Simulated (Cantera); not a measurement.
Charge: 1 mol Si₃H₈, 47 mol H₂, at 0.00830 bar.

Method: chemical equilibrium by Gibbs-energy minimisation in Cantera with the NASA 1993 tables (ideal gas, pure condensed phases). Candidate condensed phases: Si; 9 gas species. The feed counts by its element totals alone. Gases not in the tables: Si₂H₆ and higher silanes. Rates play no part.

Task: Which condensed phases are stable at each of these points (T (K)): 1248, 1323, 1398, 1473, 1548, 1623, 1698, 1773?

Result: 
```tsv
T (K)	condensed phases	Si condensed (%)
1248	Si(s)	100.0
1323	Si(s)	100.0
1398	Si(s)	100.0
1473	Si(s)	100.0
1548	Si(s)	100.0
1623	Si(s)	100.0
1698	Si(l)	99.8
1773	Si(l)	99.5
```

From 1248 K to 1623 K the condensed part is Si(s). From 1698 K to 1773 K the condensed part is Si(l).
